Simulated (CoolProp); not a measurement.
Aqueous potassium acetate as a coolant, at -4 °C, 1 atm.

The numbers come from the Melinder's fits for secondary coolants in CoolProp.

| mass % | freezing point (°C) | Prandtl number | viscosity (mPa s) | conductivity (W/(m K)) | density (kg/m³) |
|---|---|---|---|---|---|
| 13.7 | -6.7 | 20.3 | 2.86 | 0.516 | 1075 |
| 18.6 | -10.1 | 22.9 | 3.26 | 0.502 | 1101 |
| 23.5 | -14.5 | 26.2 | 3.79 | 0.487 | 1129 |
| 28.4 | -20.7 | 30.8 | 4.53 | 0.474 | 1158 |
| 33.3 | -28.7 | 37.3 | 5.57 | 0.461 | 1187 |
